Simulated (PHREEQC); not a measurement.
Synthetic water in mg/L, 25 °C, pH 3.87, pe 8.1:

```
constituent    mg/L
-----------  ------
Na              120
K            0.0693
Ca              789
Mg             26.8
Cl              148
S(6) as SO4    2200
Cu(2)          14.9
```

Valence states are taken as typed.

Model: ion-association model, phreeqc.dat, run in PHREEQC.

Q: The ionic strength comes out as 0.0633 mol/kgw. What activity coefficients do SO4-2, Cl-, CaHSO4+, Na+, Ca+2 get?

A: SO4-2 0.43, Cl- 0.80, CaHSO4+ 0.81, Na+ 0.81, Ca+2 0.44.

No solid was allowed to form. Examples of supersaturated solids here: Gypsum. Others may be too. Complexes and solids missing from the database can't appear.
